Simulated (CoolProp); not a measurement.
200 sccm (0 °C, 1 atm) of nitrogen bubbles through liquid R365MFC at 296.7 K and leaves saturated at a total pressure of 0.15 MPa (ideal gas phase). Each further row changes one setting.

Model: reference Helmholtz-energy equation of state, Lemmon 2016, in CoolProp.

```csv
case,vapour pressure (kPa),mole fraction of vapour,delivery (mg/min),delivery (sccm),change of delivery for a bath 1 K warmer (%)
as stated,53.5,0.357,…,111,…
bath temperature 301.7 K,…,0.436,…,…,7.3
total pressure 0.3 MPa,53.5,…,287,43.4,…
```

Q: Complete the blanks.

A: 
- as stated, delivery (mg/min): 733
- as stated, change of delivery for a bath 1 K warmer (%): 6.6
- bath temperature 301.7 K, vapour pressure (kPa): 65.4
- bath temperature 301.7 K, delivery (mg/min): 1020
- bath temperature 301.7 K, delivery (sccm): 155
- total pressure 0.3 MPa, mole fraction of vapour: 0.178
- total pressure 0.3 MPa, change of delivery for a bath 1 K warmer (%): 5.1
